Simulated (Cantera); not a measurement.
A Cantera script and what it prints.

```python
import numpy as np
import cantera as ct

gas_names = [...]  # 151 gases of nasa_gas.yaml made of C, H, N, O, Si
cond_names = """
    C(gr) C6H6(L) C7H8(L) C8H18(L),n-octa H2O(s) H2O(L) Si(cr) Si(L) SiC(b) SiO2(Lqz) SiO2(hqz) SiO2(L)
    Si2N2O(s) Si3N4(a)
""".split()


# ... load() reads the species with a 1 bar reference pressure and builds the phases ...
atoms = {
    'TEOS': {'Si': 1, 'C': 8, 'H': 20, 'O': 4},
    'CO2': {'C': 1, 'O': 2},
    'N2': {'N': 2},
}
top_T = {'C(gr)': 4500, 'SiC(b)': 3050, 'Si2N2O(s)': 2100, 'Si3N4(a)': 2400}  # K; cautious upper limits of use, not melting points


# ... equilibrate(T, P, feed) seeds the gas with the atoms and calls Mixture.equilibrate('TP', solver="vcs", rtol=1e-11, max_steps=5000) ...
results = []
feed = {'TEOS': 1, 'CO2': 1.7, 'N2': 18}  # mol
T = 1173  # K
P = 1333.22  # Pa
mix = equilibrate(T, P, feed)
results.append((T, P, feed, dict(zip(mix.species_names, mix.species_moles))))
print(gas.report(threshold=1e-06))
for i in range(1, mix.n_phases):
    print(f"{mix.phase(i).name:16s} {mix.phase_moles(i):12.5e} mol")
```

Result:

```
       temperature   1173 K
          pressure   1333.2 Pa
           density   0.0027656 kg/m^3
  mean mol. weight   20.231 kg/kmol
   phase of matter   gas

                          1 kg             1 kmol
                     ---------------   ---------------
          enthalpy        4.4509e+05        9.0045e+06  J
   internal energy            -36991       -7.4835e+05  J
           entropy             12850        2.5996e+05  J/K
    Gibbs function       -1.4628e+07       -2.9593e+08  J
 heat capacity c_p            1622.7             32828  J/K
 heat capacity c_v            1211.7             24514  J/K

                      mass frac. Y      mole frac. X     chem. pot. / RT
                     ---------------   ---------------   ---------------
               CH4        1.8429e-05         2.324e-05           -48.644
                CO            0.2238           0.16164           -43.507
               CO2        2.1138e-05        9.7172e-06            -85.25
               HCN        2.9443e-05         2.204e-05           -28.597
                H2          0.029829           0.29934            -23.44
               H2O         2.039e-05        2.2898e-05           -65.184
                N2           0.74628           0.53894           -30.226
     [ +144 minor]         4.956e-07        1.0329e-06

C(gr)             4.29957e+00 mol
Si(cr)            0.00000e+00 mol
SiC(b)            0.00000e+00 mol
SiO2(hqz)         1.00000e+00 mol
Si2N2O(s)         0.00000e+00 mol
Si3N4(a)          0.00000e+00 mol
```

Cantera equilibrium calculation (NASA polynomials, part measured and part estimated; ideal gas, pure solids and liquids). The feed counts by its element totals alone. The tables hold silica as quartz up to 1696 K and as liquid above; real silica turns to tridymite and cristobalite and melts near 1996 K.
